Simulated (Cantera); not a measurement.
# SiC + Si + N2 (sublimation and decomposition of ceramics)

Charge: 1 mol SiC, 0.21 mol Si, 3.9 mol N2, at 2673 K.

Method: chemical equilibrium by Gibbs-energy minimisation in Cantera with the NASA 1993 tables (ideal gas, pure condensed phases). Candidate condensed phases: C, Si, SiC, Si3N4; 20 gas species. Mutual solubility and eutectic melting of coexisting phases are not modelled. The tables' values for SiN are old estimates; treat these amounts as uncertain. Kinetics and transport are ignored.

From 1.00e-5 bar to 7.20e-5 bar nothing is condensed. From 0.000520 bar to 0.0270 bar the condensed part is C(graphite). At 0.190 bar the condensed part is SiC(s). From 1.40 bar to 10.0 bar the condensed part is Si(l) + SiC(s). The main Si-bearing gas is Si throughout.

```json
[
 {"P (Pa)": "1", "x N2": "0.674", "x Si": "0.205", "x SiC2": "0.00897", "x C": "0.0500", "x CN": "0.0334", "x C3": "0.0211", "x Si2C": "5.33e-6", "x C2": "0.00618", "n C(graphite)": "0", "n SiC(s)": "0", "n Si(l)": "0"},
 {"P (Pa)": "7.20", "x N2": "0.709", "x Si": "0.190", "x SiC2": "0.0334", "x C": "0.0139", "x CN": "0.0256", "x C3": "0.0237", "x Si2C": "6.60e-5", "x C2": "0.00346", "n C(graphite)": "0", "n SiC(s)": "0", "n Si(l)": "0"},
 {"P (Pa)": "52", "x N2": "0.738", "x Si": "0.163", "x SiC2": "0.0671", "x C": "0.00296", "x CN": "0.0149", "x C3": "0.0118", "x Si2C": "0.000535", "x C2": "0.00112", "n C(graphite)": "0.00114", "n SiC(s)": "0", "n Si(l)": "0"},
 {"P (Pa)": "370", "x N2": "0.759", "x Si": "0.161", "x SiC2": "0.0665", "x C": "0.000415", "x CN": "0.00566", "x C3": "0.00166", "x Si2C": "0.00374", "x C2": "0.000158", "n C(graphite)": "0.240", "n SiC(s)": "0", "n Si(l)": "0"},
 {"P (Pa)": "2700", "x N2": "0.777", "x Si": "0.139", "x SiC2": "0.0574", "x C": "5.69e-5", "x CN": "0.00212", "x C3": "0.000227", "x Si2C": "0.0203", "x C2": "2.16e-5", "n C(graphite)": "0.308", "n SiC(s)": "0", "n Si(l)": "0"},
 {"P (Pa)": "19000", "x N2": "0.934", "x Si": "0.0448", "x SiC2": "0.00791", "x C": "5.30e-6", "x CN": "0.000573", "x C3": "9.06e-6", "x Si2C": "0.00968", "x C2": "1.32e-6", "n C(graphite)": "0", "n SiC(s)": "0.890", "n Si(l)": "0"},
 {"P (Pa)": "140000", "x N2": "0.983", "x Si": "0.0114", "x SiC2": "0.000574", "x C": "3.85e-7", "x CN": "0.000116", "x C3": "1.88e-7", "x Si2C": "0.00246", "x C2": "5.11e-8", "n C(graphite)": "0", "n SiC(s)": "0.985", "n Si(l)": "0.144"},
 {"P (Pa)": "1000000", "x N2": "0.997", "x Si": "0.00159", "x SiC2": "8.04e-5", "x C": "5.38e-8", "x CN": "4.37e-5", "x C3": "2.63e-8", "x Si2C": "0.000344", "x C2": "7.16e-9", "n C(graphite)": "0", "n SiC(s)": "0.998", "n Si(l)": "0.199"}
]
```
x: gas mole fraction; n: condensed amount in mol.
